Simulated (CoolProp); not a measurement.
Vapour-liquid equilibrium of m-xylene (1) + o-xylene (2) at 35.55 °C; x and y are mole fractions of (1).

Model: multi-fluid Helmholtz-energy mixture model, Zhou 2012 and Zhou 2012; pair parameters Bell 2016, in CoolProp.

```csv
x,bubble pressure (MPa),y at the bubble point,dew pressure at overall composition x (MPa),liquid density (mol/L)
0.05,0.001643,0.060,0.001640,8.159
0.2,0.001698,0.236,0.001686,8.136
0.35,0.001757,0.401,0.001738,8.113
0.5,0.001818,0.555,0.001796,8.090
0.65,0.001877,0.698,0.001857,8.067
0.8,0.001935,0.831,0.001921,8.044
0.95,0.001990,0.958,0.001986,8.021
```

No azeotrope shows between x = 0.05 and 0.95.

The pair parameters rest on a limited set of measurements; away from them the model extrapolates.
